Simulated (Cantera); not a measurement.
An isothermal, constant-pressure homogeneous reactor starts with H₂ : O₂ : N₂ = 1.6 : 1 : 1.4 (molar parts), equivalence ratio 0.80, at 798 K and 75.0 Torr.

Computed with Cantera and GRI-Mech 3.0 (53 species, 325 reactions). Radical loss at walls, strong at low pressure, is not modelled. Below about 950 K walls govern HO2 and H2O2 in real vessels. The temperature is held fixed by assumption; the heat of reaction is taken as removed at once.

One state of this run: x H₂ = 0.244; x O₂ = 0.177; x NO = 8.02e-10; x H₂O₂ = 0.000465; x H₂O = 0.194; x O = 1.92e-9; x OH = 9.18e-10. x: mole fraction; the columns are a selection and need not sum to one.

Question: Which value of t (s) does it belong to?
(A) 0.00756
(B) 0.00144
(C) 1.09
(D) 30.0

Answer: D, 30.0
